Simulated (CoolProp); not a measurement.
Computed with CoolProp (reference Helmholtz-energy equation of state, Thol 2016).

### Question
Give the vapour pressure (kPa), liquid density (kg/m³), vapour density (kg/m³), liquid cp (kJ/(kg K)) of saturated hexamethyldisiloxane (MM) at 401.8, 408.4 K.

### Answer
```tsv
T (K)	p (kPa)	liquid density (kg/m³)	vapour density (kg/m³)	liquid cp (kJ/(kg K))
401.8	214	639	11.7	2.21
408.4	251	630	13.6	2.23
```
